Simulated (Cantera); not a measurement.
Input: 1 mol Si, 0.011 mol O₂, 34 mol H₂, equilibrated at 0.133 bar.

Equilibrium computed with Cantera from the NASA thermochemical tables; the gas is ideal and each condensed phase is pure. Candidate condensed phases: H₂O, Si, SiO₂; 18 gas species. Mutual solubility and eutectic melting of coexisting phases are not modelled. The tables hold silica as quartz up to 1696 K and as liquid above; real silica turns to tridymite and cristobalite and melts near 1996 K. Kinetics and transport are ignored. All values below are at 1250 K.

Base state: H₂ 1.000, SiO 1.60e-5 (mole fractions); condensed: Si(s) + SiO₂(β-quartz).

Question: What changes in the equilibrium state with this change: pressure from 0.133 bar to 37.0 Pa?

Answer: 
| species | before | after |
|---|---|---|
| H₂ | 1.000 | 0.999 |
| SiO | 1.60e-5 | 0.000647 |
| H | 1.32e-6 | 2.51e-5 |
| Si(s), mol | 0.989 | 0.978 |
| SiO₂(β-quartz), mol | 0.0107 | 0 |
